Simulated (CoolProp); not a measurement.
The fluid at 307.91 K and 0.0138 MPa flows at 3.2 m/s in a round tube of 10 mm bore and 1.5 µm roughness, fully developed (64/Re and Nu = 3.66 if laminar; Colebrook and Gnielinski if turbulent). The same conditions are run with several fluids, on thermodynamics alone (safety and materials aside).

Computed with CoolProp (reference Helmholtz-energy equation of state of each fluid (benzene: Thol 2012; R410A: Lemmon 2003; R143a: Lemmon and Jacobsen 2000)). Blends and air are pseudo-pure fits.

```json
[
 {"fluid": "benzene", "Reynolds number": "1740", "Darcy friction factor": "0.0368", "pressure drop (Pa/m)": "7.99", "heat-transfer coefficient (W/(m² K))": "4.14", "mass flow (kg/h)": "0.384"},
 {"fluid": "R410A", "Reynolds number": "943", "Darcy friction factor": "0.0679", "pressure drop (Pa/m)": "13.6", "heat-transfer coefficient (W/(m² K))": "5.11", "mass flow (kg/h)": "0.355"},
 {"fluid": "R143a", "Reynolds number": "1270", "Darcy friction factor": "0.0505", "pressure drop (Pa/m)": "11.7", "heat-transfer coefficient (W/(m² K))": "5.77", "mass flow (kg/h)": "0.411"}
]
```

Transport values come from each fluid's own correlations; those of R143a are estimates that may be off by 10 % or more.
